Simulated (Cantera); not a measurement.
An adiabatic, constant-volume homogeneous reactor starts with CO : H2 : O2 : N2 : H2O = 1 : 0.031 : 0.303 : 1.14 : 0.21 (molar parts), at 1125 K and 760 Torr.

Cantera simulation using GRI-Mech 3.0 (53 species, 325 reactions); the numbers are that mechanism's predictions, not measurements.

One state of this run: T (K) = 2771; P (bar) = 2.27; x CO = 0.195; x H2 = 0.0106; x O2 = 0.00978; x O = 0.00320; x HO2 = 2.98e-6; x NO2 = 1.31e-6. x: mole fraction; the columns are a selection and need not sum to one.

Q: Which value of t (s) does it belong to?
A) 3.01e-5
B) 2.00
C) 4.00e-6
D) 8.26e-5

A: B, 2.00
